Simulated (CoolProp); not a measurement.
Cyclopentane along the isotherm 420.6 K: fugacity coefficient from the reference equation and from simpler models built on Tc = 511.7 K, pc = 45.83 bar, ω = 0.202; each cubic takes its own stable root.

Computed with CoolProp (reference Helmholtz-energy equation of state, Gedanitz 2015).

```json
[
 {"p (bar)": "6.87", "phase": "gas", "reference": "0.9014", "van der Waals": "0.9293", "Redlich-Kwong": "0.9119", "Soave-Redlich-Kwong": "0.9072", "Peng-Robinson": "0.9010"},
 {"p (bar)": "13.7", "phase": "liquid", "reference": "0.6912", "van der Waals": "0.8588", "Redlich-Kwong": "0.8213", "Soave-Redlich-Kwong": "0.7100", "Peng-Robinson": "0.6947"},
 {"p (bar)": "20.6", "phase": "liquid", "reference": "0.4704", "van der Waals": "0.7686", "Redlich-Kwong": "0.5605", "Soave-Redlich-Kwong": "0.4841", "Peng-Robinson": "0.4722"},
 {"p (bar)": "27.5", "phase": "liquid", "reference": "0.3606", "van der Waals": "0.5969", "Redlich-Kwong": "0.4308", "Soave-Redlich-Kwong": "0.3717", "Peng-Robinson": "0.3616"},
 {"p (bar)": "34.4", "phase": "liquid", "reference": "0.2949", "van der Waals": "0.4945", "Redlich-Kwong": "0.3533", "Soave-Redlich-Kwong": "0.3045", "Peng-Robinson": "0.2954"},
 {"p (bar)": "41.2", "phase": "liquid", "reference": "0.2518", "van der Waals": "0.4275", "Redlich-Kwong": "0.3024", "Soave-Redlich-Kwong": "0.2605", "Peng-Robinson": "0.2519"},
 {"p (bar)": "48.1", "phase": "liquid", "reference": "0.2207", "van der Waals": "0.3791", "Redlich-Kwong": "0.2656", "Soave-Redlich-Kwong": "0.2286", "Peng-Robinson": "0.2205"},
 {"p (bar)": "55", "phase": "liquid", "reference": "0.1974", "van der Waals": "0.3431", "Redlich-Kwong": "0.2381", "Soave-Redlich-Kwong": "0.2048", "Peng-Robinson": "0.1969"},
 {"p (bar)": "61.9", "phase": "liquid", "reference": "0.1794", "van der Waals": "0.3155", "Redlich-Kwong": "0.2169", "Soave-Redlich-Kwong": "0.1864", "Peng-Robinson": "0.1787"},
 {"p (bar)": "68.7", "phase": "liquid", "reference": "0.1653", "van der Waals": "0.2939", "Redlich-Kwong": "0.2002", "Soave-Redlich-Kwong": "0.1719", "Peng-Robinson": "0.1644"}
]
```

At some of these states van der Waals gives the other phase, because its saturation line lies elsewhere.
